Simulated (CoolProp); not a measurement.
Vapour pressure (MPa) of n-pentane: the reference equation beside estimates from Tc = 469.7 K, pc = 3.368 MPa, ω = 0.251. Clausius-Clapeyron is anchored at 350 K with a constant enthalpy of vaporisation of 23.19 kJ/mol.

Computed with CoolProp (reference Helmholtz-energy equation of state, Thol 2019).

| T (K) | reference | Lee-Kesler | Clausius-Clapeyron | van der Waals | Redlich-Kwong | Soave-Redlich-Kwong | Peng-Robinson |
|---|---|---|---|---|---|---|---|
| 345.5 | 0.3020 | 0.3032 | 0.3062 | 0.8652 | 0.4414 | 0.3032 | 0.3008 |
| 350 | 0.3397 | 0.3414 | 0.3397 | 0.9217 | 0.4885 | 0.3415 | 0.3384 |
| 354.5 | 0.3809 | 0.3830 | 0.3759 | 0.9806 | 0.5391 | 0.3834 | 0.3796 |
| 359 | 0.4258 | 0.4283 | 0.4148 | 1.042 | 0.5932 | 0.4290 | 0.4244 |
| 363.4 | 0.4734 | 0.4764 | 0.4557 | 1.104 | 0.6497 | 0.4775 | 0.4721 |
| 367.9 | 0.5261 | 0.5295 | 0.5006 | 1.170 | 0.7112 | 0.5312 | 0.5249 |
| 372.4 | 0.5831 | 0.5869 | 0.5486 | 1.238 | 0.7767 | 0.5893 | 0.5820 |
| 376.9 | 0.6446 | 0.6487 | 0.5999 | 1.309 | 0.8462 | 0.6520 | 0.6437 |
| 381.4 | 0.7108 | 0.7152 | 0.6546 | 1.383 | 0.9199 | 0.7195 | 0.7102 |
| 385.8 | 0.7803 | 0.7850 | 0.7115 | 1.457 | 0.9961 | 0.7905 | 0.7801 |
| 390.3 | 0.8564 | 0.8614 | 0.7734 | 1.535 | 1.078 | 0.8682 | 0.8568 |
| 394.8 | 0.9380 | 0.9431 | 0.8390 | 1.616 | 1.165 | 0.9515 | 0.9390 |

Absolute difference from the reference over all 12 rows, mean and median: Lee-Kesler 0.6 and 0.6 %, Clausius-Clapeyron 5.3 and 5.4 %, van der Waals 122.0 and 117.4 %, Redlich-Kwong 34.6 and 34.2 %, Soave-Redlich-Kwong 1.0 and 1.0 %, Peng-Robinson 0.2 and 0.2 %.
